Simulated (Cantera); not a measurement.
What does this Cantera script print?

```python
import numpy as np
import cantera as ct

gas = ct.Solution("gri30.yaml", transport_model="multicomponent")
show = ['CH4', 'NH3', 'H2']

rows = []
print(f"{'T/K':>7s}{'rho':>11s}{'cp':>10s}{'mu':>11s}{'lambda':>11s}{'Pr':>7s}" + "".join(f"{'D_' + s:>11s}" for s in show))
for T in [400, 500, 600, 700, 800, 900, 1000, 1100]:
    gas.TPX = T, 1333, {'C2H6': 0.49, 'CO2': 0.76, 'C2H2': 0.37}
    Pr = gas.cp_mass * gas.viscosity / gas.thermal_conductivity
    D = [gas.mix_diff_coeffs_mole[gas.species_index(s)] for s in show]
    rows.append([gas.density, gas.cp_mass, gas.viscosity, gas.thermal_conductivity, Pr, *D])
    print(f"{T:7g}{gas.density:11.4e}{gas.cp_mass:10.1f}{gas.viscosity:11.4e}"
          f"{gas.thermal_conductivity:11.4e}{Pr:7.3f}" + "".join(f"{d:11.4e}" for d in D))
print("SI units: kg/m3, J/kg/K, Pa s, W/m/K, m2/s")
```

Result:

```
    T/K        rho        cp         mu     lambda     Pr      D_CH4      D_NH3       D_H2
    400 1.4304e-02    1416.5 1.6155e-05 3.0509e-02  0.750 2.1819e-03 2.0918e-03 7.8116e-03
    500 1.1443e-02    1595.6 1.9600e-05 4.1621e-02  0.751 3.2637e-03 3.2247e-03 1.1446e-02
    600 9.5361e-03    1751.9 2.2750e-05 5.2985e-02  0.752 4.5062e-03 4.5557e-03 1.5590e-02
    700 8.1738e-03    1884.8 2.5666e-05 6.4286e-02  0.753 5.8973e-03 6.0676e-03 2.0210e-02
    800 7.1521e-03    1997.1 2.8395e-05 7.5362e-02  0.752 7.4275e-03 7.7470e-03 2.5281e-02
    900 6.3574e-03    2095.1 3.0968e-05 8.6253e-02  0.752 9.0896e-03 9.5830e-03 3.0782e-02
   1000 5.7217e-03    2188.5 3.3410e-05 9.7232e-02  0.752 1.0877e-02 1.1567e-02 3.6694e-02
   1100 5.2015e-03    2264.8 3.5741e-05 1.0771e-01  0.752 1.2785e-02 1.3691e-02 4.3004e-02
SI units: kg/m3, J/kg/K, Pa s, W/m/K, m2/s
```

Model: GRI-Mech 3.0 (53 species, 325 reactions), integrated in Cantera. The composition is frozen, though it would react at the higher temperatures.
